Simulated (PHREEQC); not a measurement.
Solution (75 °C): 160 mmol/kgw (NH4)2SiF6. Closed to the air; pH follows from the charge balance.

Equilibrium calculation in PHREEQC: ion-association model, wateq4f.dat.

Precipitation was switched off in this run.

Predict the pH, ionic strength, activity of water.

pH 3.15; ionic strength 0.478 mol/kgw; activity of water 0.992.

In which forms is Si present?

SiF6-2 98 %, H4SiO4 1.5 % of the Si.

Examples of supersaturated solids here: Quartz (slow to form), Chalcedony (slow to form). Others may be too. At this temperature some constants are extrapolated from 25 °C, and those without enthalpy data are left unchanged. SiF6-2 is the database's only silicon fluoride.
